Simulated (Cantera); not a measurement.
Mixture: CH4 : O2 : N2 = 1 : 2.27 : 8.55 (molar parts), equivalence ratio 0.88, at 0.957 atm, adiabatic and at constant volume. Ignition delay is the time to a rise of 400 K.

Model: GRI-Mech 3.0 (53 species, 325 reactions), integrated in Cantera.

Problem. What does this change do: 0.27 parts H2 added?

Solution. 
```csv
quantity,before,after
delay at 1100 K,0.194 s,14.0 ms
delay at 1200 K,42.3 ms,5.17 ms
delay at 1300 K,10.8 ms,1.99 ms
delay at 1400 K,3.17 ms,0.834 ms
delay at 1500 K,1.09 ms,0.390 ms
apparent activation energy between 1450 and 1550 K,180 kJ/mol,130 kJ/mol
```

Problem. What does this change do: pressure from 0.957 atm to 11.8 atm?

Solution. 
```tsv
quantity	before	after
delay at 1100 K	0.194 s	13.1 ms
delay at 1200 K	42.3 ms	3.50 ms
delay at 1300 K	10.8 ms	1.08 ms
delay at 1400 K	3.17 ms	0.375 ms
delay at 1500 K	1.09 ms	0.142 ms
apparent activation energy between 1450 and 1550 K	180 kJ/mol	170 kJ/mol
```
The pressure lies above the range GRI-Mech 3.0 was tuned for (to about 10 atm).
